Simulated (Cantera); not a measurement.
Input: 1 mol NiS, 3.7 mol H2, held at 1200 K and 1000 Pa.

Method: chemical equilibrium by Gibbs-energy minimisation in Cantera with the NASA 1993 tables (ideal gas, pure condensed phases). Candidate condensed phases: Ni, NiS, NiS2, Ni3S2, Ni3S4, S; 9 gas species. Gases not in the tables: S3 to S7. Kinetics and transport are ignored.

Base state: H2 0.912, H2S 0.0862, S2 0.00180, SH 0.000148 (mole fractions); condensed: Ni3S2(l).

What changes in the equilibrium state with this change: NiS replaced by SiO2?


| species | before | after |
|---|---|---|
| H2 | 0.912 | 1.000 |
| H2S | 0.0862 | 0 |
| S2 | 0.00180 | 0 |
| SH | 0.000148 | 0 |
| Ni3S2(l), mol | 0.333 | 0 |
| SiO2(β-quartz), mol | 0 | 1.000 |
The tables hold silica as quartz up to 1696 K and as liquid above; real silica turns to tridymite and cristobalite and melts near 1996 K. Further candidate phases: H2O, Si, SiO2.
